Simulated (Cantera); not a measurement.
# Ignition delay

Mixture: CH₄ : H₂ : O₂ : N₂ = 1 : 1.2 : 1.37 : 5.15 (molar parts), at 1000000 Pa, adiabatic and at constant volume. Ignition delay is the time to a rise of 400 K.

Computed with Cantera and GRI-Mech 3.0 (53 species, 325 reactions). Below about 1000 K GRI-Mech 3.0 lacks low-temperature oxidation paths. Below about 950 K walls govern HO2 and H2O2 in real vessels.

```csv
T0 (K),delay (ms)
875,237
975,15.4
1075,1.49
1175,0.239
1275,0.0820
1375,0.0403
```

| Quantity | Result |
|---|---|
| apparent activation energy between 1175 and 1375 K | 120 kJ/mol |
